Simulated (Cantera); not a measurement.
A perfectly stirred reactor is fed with NO : N2 = 1 : 12 (molar parts), at 0.0310 bar; it is held at 1823 K, and followed from long to short residence time.

Cantera simulation using GRI-Mech 3.0 (53 species, 325 reactions); the numbers are that mechanism's predictions, not measurements. Radical loss at walls, strong at low pressure, is not modelled.

Q: What does this change do: NO 1 to 4.6 parts?

A: 
```csv
quantity,before,after
x(NO) at τ = 11.0 s,0.0746,0.254
x(N2) at τ = 11.0 s,0.924,0.735
x(N2O) at τ = 11.0 s,2.21e-6,2.36e-5
x(O2) at τ = 11.0 s,0.00113,0.0116
x(O) at τ = 11.0 s,4.15e-5,0.000113
x(NO) at τ = 0.160 s,0.0769,0.277
x(N2) at τ = 0.160 s,0.923,0.723
x(N2O) at τ = 0.160 s,1.88e-6,2.36e-5
x(O2) at τ = 0.160 s,3.83e-6,0.000104
x(O) at τ = 0.160 s,1.13e-5,4.83e-5
```
